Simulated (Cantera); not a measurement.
Cantera run:

```python
import numpy as np
import cantera as ct

gas_names = [...]  # 110 gases of nasa_gas.yaml made of C, H, O
cond_names = """
    C(gr) C6H6(L) C7H8(L) C8H18(L),n-octa H2O(s) H2O(L)
""".split()


# ... load() reads the species with a 1 bar reference pressure and builds the phases ...
atoms = {
    'CH3OH': {'C': 1, 'H': 4, 'O': 1},
    'O2': {'O': 2},
    'H2': {'H': 2},
}
top_T = {'C(gr)': 4500}  # K; cautious upper limits of use, not melting points


# ... equilibrate(T, P, feed) seeds the gas with the atoms and calls Mixture.equilibrate('TP', solver="vcs", rtol=1e-11, max_steps=5000) ...
results = []
feed = {'CH3OH': 1, 'O2': 0.2, 'H2': 0.44}  # mol
T = 2198  # K
P = 6000  # Pa
mix = equilibrate(T, P, feed)
results.append((T, P, feed, dict(zip(mix.species_names, mix.species_moles))))
print(gas.report(threshold=0.0001))
for i in range(1, mix.n_phases):
    print(f"{mix.phase(i).name:16s} {mix.phase_moles(i):12.5e} mol")
```

Output:

```
       temperature   2198 K
          pressure   6000 Pa
           density   0.0037199 kg/m^3
  mean mol. weight   11.33 kg/kmol
   phase of matter   gas

                          1 kg             1 kmol
                     ---------------   ---------------
          enthalpy        6.4704e+05        7.3312e+06  J
   internal energy       -9.6589e+05       -1.0944e+07  J
           entropy             22244        2.5204e+05  J/K
    Gibbs function       -4.8246e+07       -5.4665e+08  J
 heat capacity c_p              3287             37243  J/K
 heat capacity c_v            2553.2             28928  J/K

                      mass frac. Y      mole frac. X     chem. pot. / RT
                     ---------------   ---------------   ---------------
                CO           0.68884           0.27864           -38.168
               CO2          0.036715         0.0094525           -61.229
                 H         0.0015518          0.017443           -11.564
                H2           0.10474           0.58868           -23.129
               H2O           0.16749           0.10534            -46.19
                OH        0.00065181        0.00043425           -34.626
     [ +104 minor]        1.4782e-05        9.7257e-06

C(gr)             0.00000e+00 mol
```

Equilibrium computed with Cantera from the NASA thermochemical tables; the gas is ideal and each condensed phase is pure.
